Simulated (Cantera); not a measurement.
Charge: 1 mol AlN, 0.077 mol H₂, equilibrated at 1423.15 K and 133 Pa.

Method: chemical equilibrium by Gibbs-energy minimisation in Cantera with the NASA 1993 tables (ideal gas, pure condensed phases). Candidate condensed phases: Al, AlN; 13 gas species. Kinetics and transport are ignored.

What is the equilibrium state?


| Quantity | Value |
|---|---|
| x(H₂) | 1.000 |
| x(H) | 0.000182 |
| x(Al) | 2.30e-5 |
| x(N₂) | 1.22e-5 |
| x(AlH) | 1.39e-6 |
| n(AlN(s)) | 1.000 mol |
| gas amount | 0.07701 mol |
| log10 activity of Al(l) (absent) | -2.05 |
